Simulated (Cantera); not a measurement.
## Low-pressure radical oxidation in H2/O2

An isothermal, constant-pressure homogeneous reactor starts with H₂ : O₂ = 0.39 : 0.62 (molar parts), equivalence ratio 0.31, at 1400 K and 0.0110 bar.

Detailed kinetics in Cantera: the H2/O2 subset of GRI-Mech 3.0, which has no nitrogen chemistry. Radical loss at walls, strong at low pressure, is not modelled. The temperature is held fixed by assumption; the heat of reaction is taken as removed at once.

```json
[
 {"t (s)": "1.00e-5", "x H₂": "0.386", "x O₂": "0.614", "x O": "4.87e-9", "x H₂O": "2.04e-9", "x HO₂": "4.57e-8", "x H₂O₂": "2.68e-11"},
 {"t (s)": "3.05e-5", "x H₂": "0.386", "x O₂": "0.614", "x O": "3.62e-8", "x H₂O": "4.33e-8", "x HO₂": "1.39e-7", "x H₂O₂": "2.48e-10"},
 {"t (s)": "9.32e-5", "x H₂": "0.386", "x O₂": "0.614", "x O": "3.88e-7", "x H₂O": "1.09e-6", "x HO₂": "4.24e-7", "x H₂O₂": "2.26e-9"},
 {"t (s)": "0.000285", "x H₂": "0.386", "x O₂": "0.614", "x O": "6.53e-5", "x H₂O": "0.000246", "x HO₂": "1.33e-6", "x H₂O₂": "1.96e-8"},
 {"t (s)": "0.000869", "x H₂": "0.0337", "x O₂": "0.418", "x O": "0.105", "x H₂O": "0.264", "x HO₂": "5.01e-6", "x H₂O₂": "2.76e-7"},
 {"t (s)": "0.00265", "x H₂": "0.0317", "x O₂": "0.424", "x O": "0.0995", "x H₂O": "0.280", "x HO₂": "5.25e-6", "x H₂O₂": "2.90e-7"},
 {"t (s)": "0.00809", "x H₂": "0.0279", "x O₂": "0.444", "x O": "0.0797", "x H₂O": "0.322", "x HO₂": "5.94e-6", "x H₂O₂": "3.39e-7"},
 {"t (s)": "0.0247", "x H₂": "0.0152", "x O₂": "0.485", "x O": "0.0372", "x H₂O": "0.411", "x HO₂": "6.98e-6", "x H₂O₂": "3.99e-7"},
 {"t (s)": "0.0754", "x H₂": "0.00226", "x O₂": "0.515", "x O": "0.00516", "x H₂O": "0.468", "x HO₂": "4.24e-6", "x H₂O₂": "2.19e-7"},
 {"t (s)": "0.230", "x H₂": "0.000205", "x O₂": "0.520", "x O": "0.000465", "x H₂O": "0.477", "x HO₂": "8.18e-7", "x H₂O₂": "6.27e-8"},
 {"t (s)": "0.703", "x H₂": "3.02e-5", "x O₂": "0.521", "x O": "6.87e-5", "x H₂O": "0.478", "x HO₂": "1.84e-7", "x H₂O₂": "1.86e-8"},
 {"t (s)": "2.15", "x H₂": "6.92e-6", "x O₂": "0.521", "x O": "1.58e-5", "x H₂O": "0.478", "x HO₂": "1.11e-7", "x H₂O₂": "6.73e-9"},
 {"t (s)": "6.55", "x H₂": "3.10e-6", "x O₂": "0.521", "x O": "7.08e-6", "x H₂O": "0.478", "x HO₂": "1.24e-7", "x H₂O₂": "4.20e-9"},
 {"t (s)": "20.0", "x H₂": "2.87e-6", "x O₂": "0.521", "x O": "6.56e-6", "x H₂O": "0.478", "x HO₂": "1.27e-7", "x H₂O₂": "4.05e-9"}
]
```
x: mole fraction; the columns are a selection and need not sum to one.

Equilibrium at this temperature and pressure: H₂ 2.87e-6, O₂ 0.521, O 6.56e-6, H₂O 0.478, HO₂ 1.27e-7, H₂O₂ 4.05e-9 (gas phase only).
